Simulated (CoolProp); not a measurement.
Vapour-liquid equilibrium of propylene (1) + R152A (2) at 0.202 MPa; x and y are mole fractions of (1).

Computed with CoolProp (multi-fluid Helmholtz-energy mixture model, Lemmon 2013 and Outcalt 1996; pair parameters Bell 2016).

Task: Give the bubble temperature and the first vapour's composition at x = 0.125, 0.2, 0.425. Is there an azeotrope?

Result: x = 0.125: -17.4 °C, y = 0.396; x = 0.2: -21.3 °C, y = 0.519; x = 0.425: -27.4 °C, y = 0.697. y crosses x between x = 0.875 and 0.95: the model has an azeotrope there.

The pair parameters rest on a limited set of measurements; away from them the model extrapolates.
